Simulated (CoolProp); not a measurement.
Model: reference Helmholtz-energy equation of state, Gao 2022, in CoolProp.

Question: Give the vapour pressure (MPa), vapour density (kg/m³) of saturated n-perfluorobutane at 210.8, 358.3, 379.3 K.

Answer: 
```tsv
T (K)	p (MPa)	vapour density (kg/m³)
210.8	0.00365	0.498
358.3	1.29	154
379.3	2.01	315
```
